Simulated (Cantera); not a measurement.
What does this Cantera script print?

```python
import numpy as np
import cantera as ct

gas_names = """
    F F2 H HF H2 H2F2 H3F3 H4F4 H5F5 H6F6 H7F7 Si SiF SiF2 SiF3 SiF4 SiH SiHF3 SiH2 SiH2F2 SiH3 SiH3F
    SiH4 Si2 Si3
""".split()
cond_names = """
    Si(cr) Si(L)
""".split()


# ... load() reads the species with a 1 bar reference pressure and builds the phases ...
atoms = {
    'Si': {'Si': 1},
    'F2': {'F': 2},
    'H2': {'H': 2},
    'HF': {'H': 1, 'F': 1},
}
top_T = {}  # K; cautious upper limits of use, not melting points


# ... equilibrate(T, P, feed) seeds the gas with the atoms and calls Mixture.equilibrate('TP', solver="vcs", rtol=1e-11, max_steps=5000) ...
results = []
P = 31000  # Pa
for T in [550, 600, 650, 700, 750, 800, 850, 900, 950, 1000, 1050]:
    for m in [10, 12, 15, 18, 22, 27, 32, 39, 47, 57]:
        feed = {'Si': 1, 'F2': 0.85, 'H2': m, 'HF': 2.1}  # mol
        mix = equilibrate(T, P, feed)
        results.append((T, P, feed, dict(zip(mix.species_names, mix.species_moles))))

for T, P, feed, n in results:
    print(f"{T:7g} {feed['H2']:10.4g}  " + (" + ".join(c for c in cond_names if n.get(c, 0) > 1e-12) or "gas only"))
```

Result:

```
    550         10  Si(cr)
    550         12  Si(cr)
    550         15  Si(cr)
    550         18  Si(cr)
    550         22  Si(cr)
    550         27  Si(cr)
    550         32  Si(cr)
    550         39  Si(cr)
    550         47  Si(cr)
    550         57  Si(cr)
    600         10  Si(cr)
    600         12  Si(cr)
    600         15  Si(cr)
    600         18  Si(cr)
    600         22  Si(cr)
    600         27  Si(cr)
    600         32  Si(cr)
    600         39  Si(cr)
    600         47  Si(cr)
    600         57  Si(cr)
    650         10  Si(cr)
    650         12  Si(cr)
    650         15  Si(cr)
    650         18  Si(cr)
    650         22  Si(cr)
    650         27  Si(cr)
    650         32  Si(cr)
    650         39  Si(cr)
    650         47  Si(cr)
    650         57  Si(cr)
    700         10  Si(cr)
    700         12  Si(cr)
    700         15  Si(cr)
    700         18  Si(cr)
    700         22  Si(cr)
    700         27  Si(cr)
    700         32  Si(cr)
    700         39  Si(cr)
    700         47  Si(cr)
    700         57  Si(cr)
    750         10  Si(cr)
    750         12  Si(cr)
    750         15  Si(cr)
    750         18  Si(cr)
    750         22  Si(cr)
    750         27  Si(cr)
    750         32  Si(cr)
    750         39  Si(cr)
    750         47  Si(cr)
    750         57  Si(cr)
    800         10  Si(cr)
    800         12  Si(cr)
    800         15  Si(cr)
    800         18  Si(cr)
    800         22  Si(cr)
    800         27  Si(cr)
    800         32  Si(cr)
    800         39  Si(cr)
    800         47  Si(cr)
    800         57  Si(cr)
    850         10  Si(cr)
    850         12  Si(cr)
    850         15  Si(cr)
    850         18  Si(cr)
    850         22  Si(cr)
    850         27  Si(cr)
    850         32  Si(cr)
    850         39  Si(cr)
    850         47  Si(cr)
    850         57  Si(cr)
    900         10  Si(cr)
    900         12  Si(cr)
    900         15  Si(cr)
    900         18  Si(cr)
    900         22  Si(cr)
    900         27  Si(cr)
    900         32  Si(cr)
    900         39  Si(cr)
    900         47  Si(cr)
    900         57  gas only
    950         10  Si(cr)
    950         12  Si(cr)
    950         15  Si(cr)
    950         18  Si(cr)
    950         22  Si(cr)
    950         27  Si(cr)
    950         32  Si(cr)
    950         39  Si(cr)
    950         47  Si(cr)
    950         57  gas only
   1000         10  Si(cr)
   1000         12  Si(cr)
   1000         15  Si(cr)
   1000         18  Si(cr)
   1000         22  Si(cr)
   1000         27  Si(cr)
   1000         32  Si(cr)
   1000         39  Si(cr)
   1000         47  gas only
   1000         57  gas only
   1050         10  Si(cr)
   1050         12  Si(cr)
   1050         15  Si(cr)
   1050         18  Si(cr)
   1050         22  Si(cr)
   1050         27  Si(cr)
   1050         32  Si(cr)
   1050         39  gas only
   1050         47  gas only
   1050         57  gas only
```

These are equilibrium values from Cantera (NASA tables, ideal gas, pure condensed phases), not measurements of a reactor. The tables' values for SiF2, SiF3 are old estimates.
